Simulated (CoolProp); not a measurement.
Vapour-liquid equilibrium of CHF3 (R23) (1) + C2F6 (R116) (2) at 1.36 MPa; x and y are mole fractions of (1).

Model: multi-fluid Helmholtz-energy mixture model, Penoncello 2003 and Lemmon 2006; pair parameters Bell 2016, in CoolProp.

Question: Give the bubble temperature and the first vapour's composition at x = 0.2, 0.35, 0.65. Is there an azeotrope?

Answer: x = 0.2: 252.2 K, y = 0.327; x = 0.35: 249.0 K, y = 0.458; x = 0.65: 247.2 K, y = 0.641. y crosses x between x = 0.5 and 0.65: the model has an azeotrope there.

The pair parameters rest on a limited set of measurements; away from them the model extrapolates.
